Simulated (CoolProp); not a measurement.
Toluene along the isobar 4.47 MPa: density (kg/m³) from the reference equation and from simpler models built on Tc = 318.6 °C, pc = 4.126 MPa, ω = 0.266; each cubic takes its own stable root.

The numbers come from the reference Helmholtz-energy equation of state, Lemmon 2006 in CoolProp. It is a short technical equation, of lower accuracy than the large ones.

```json
[
 {"T (°C)": "280.15", "phase": "liquid", "reference": "562.5"},
 {"T (°C)": "289.75", "phase": "liquid", "reference": "540.2"},
 {"T (°C)": "299.25", "phase": "liquid", "reference": "514.2"},
 {"T (°C)": "308.75", "phase": "liquid", "reference": "481.0"},
 {"T (°C)": "318.25", "phase": "liquid", "reference": "429.6"},
 {"T (°C)": "327.85", "phase": "supercritical", "reference": "223.7"},
 {"T (°C)": "337.35", "phase": "supercritical", "reference": "167.1"},
 {"T (°C)": "346.85", "phase": "supercritical", "reference": "146.2"}
]
```

Task: How far does each simpler model (van der Waals, Soave-Redlich-Kwong, Peng-Robinson) lie from the reference over these 8 states: mean and median of the absolute difference, and the worst?

Result: 
- van der Waals: mean 24.0 %, median 35.7 %, worst -38.1 % at 280.15 °C and 4.47 MPa
- Soave-Redlich-Kwong: mean 14.6 %, median 16.6 %, worst -23.0 % at 318.25 °C and 4.47 MPa
- Peng-Robinson: mean 6.6 %, median 6.3 %, worst -15.1 % at 318.25 °C and 4.47 MPa
